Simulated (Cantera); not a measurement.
**Premixed flame**

A freely propagating, adiabatic, planar premixed flame of 2.50 % C₃H₈, 18.7 % O₂, 70.3 % N₂, 8.51 % CO₂, equivalence ratio 0.67, unburnt at 600 K and 1.00 atm; mixture-averaged transport, grid criteria slope 0.08 and curve 0.16, no radiation.

Detailed kinetics in Cantera: GRI-Mech 3.0 (53 species, 325 reactions). GRI-Mech 3.0 was tuned for natural gas; its chemistry of propane as a main component is partial and can be far from experiment. Burning velocities carry a grid error of a few per cent, more on coarse grids.

```
z (mm)  T (K)  u (m/s)    x C₃H₈    x O₂   x CO₂   x CH₂CO     x NO      x OH
------  -----  -------  --------  ------  ------  --------  -------  --------
-1.34     600    0.673    0.0250   0.187  0.0850   2.63e-8    <1e-8     <1e-8
-0.896    603    0.676    0.0250   0.186  0.0850   3.59e-7    <1e-8     <1e-8
-0.672    611    0.686    0.0249   0.185  0.0849   1.93e-6    <1e-8     <1e-8
-0.448    652    0.735    0.0245   0.180  0.0849   1.65e-5  2.21e-8   1.83e-7
-0.224    881     1.01    0.0189   0.156  0.0869  0.000192  2.05e-7   9.30e-6
-0.112   1156     1.34   0.00826   0.128  0.0922  0.000583  5.12e-7  0.000128
0        1453     1.71  0.000439  0.0950   0.103  0.000761  1.04e-6   0.00130
0.112    1583     1.86   8.15e-7  0.0778   0.116  0.000143  1.78e-6   0.00306
0.224    1637     1.92     <1e-8  0.0715   0.125   8.86e-6  2.49e-6   0.00387
0.448    1706     1.99     <1e-8  0.0665   0.136   3.91e-8  3.62e-6   0.00430
0.896    1781     2.06     <1e-8  0.0631   0.144     <1e-8  5.05e-6   0.00407
1.79     1841     2.13     <1e-8  0.0610   0.150     <1e-8  6.59e-6   0.00325
3.58     1878     2.16     <1e-8  0.0597   0.153     <1e-8  8.06e-6   0.00230
```
x: mole fraction of selected species; z is measured from the peak of heat release.

```yaml
laminar_burning_velocity: 67.2 cm/s
thermal_thickness: 0.448 mm
peak x(CH₂CO): 0.000843
peak x(OH): 0.00432
grid_points: 140
```
